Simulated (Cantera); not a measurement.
An isothermal, constant-pressure homogeneous reactor starts with CH4 : H2O : H2 = 1 : 0.9 : 0.052 (molar parts), at 1350 K and 24.0 bar.

Detailed kinetics in Cantera: GRI-Mech 3.0 (53 species, 325 reactions). The pressure lies above the range GRI-Mech 3.0 was tuned for (to about 10 atm).

x: mole fraction; the columns are a selection and need not sum to one.

```csv
t (s),x CH4,x H2O,x H2,x HCO,x CH2O,x CO2,x CO
0.000100,0.512,0.461,0.0266,<1e-12,5.23e-10,<1e-12,5.61e-12
0.000305,0.512,0.461,0.0267,<1e-12,2.86e-9,<1e-12,1.28e-10
0.000932,0.512,0.461,0.0267,<1e-12,1.35e-8,<1e-12,1.94e-9
0.00285,0.512,0.461,0.0268,<1e-12,6.90e-8,7.94e-12,3.13e-8
0.00869,0.511,0.461,0.0273,<1e-12,[?],4.43e-10,[?]
0.0265,0.509,0.461,0.0292,1.22e-12,5.88e-7,1.74e-8,4.80e-6
0.0809,0.500,0.459,0.0361,1.42e-12,6.26e-7,3.29e-7,2.35e-5
0.247,0.476,0.453,0.0565,2.07e-12,6.48e-7,4.68e-6,0.000107
0.754,0.427,0.442,0.0976,8.47e-12,7.35e-7,9.08e-5,0.000586
2.30,0.407,0.434,0.117,3.11e-11,7.37e-7,0.00129,0.00215
7.03,0.410,0.418,0.129,6.91e-11,6.37e-7,0.00594,0.00496
21.5,0.408,0.387,0.159,1.79e-10,4.76e-7,0.0141,0.0121
65.5,0.386,0.338,0.216,4.80e-10,3.33e-7,0.0221,0.0281
200,[?],[?],[?],[?],3.17e-7,[?],[?]
```

Question: What belongs in the gaps?

Answer: 
- 0.00869, x CH2O: 2.92e-7
- 0.00869, x CO: 4.98e-7
- 200, x CH4: 0.336
- 200, x H2O: 0.275
- 200, x H2: 0.302
- 200, x HCO: 1.14e-9
- 200, x CO2: 0.0260
- 200, x CO: 0.0562
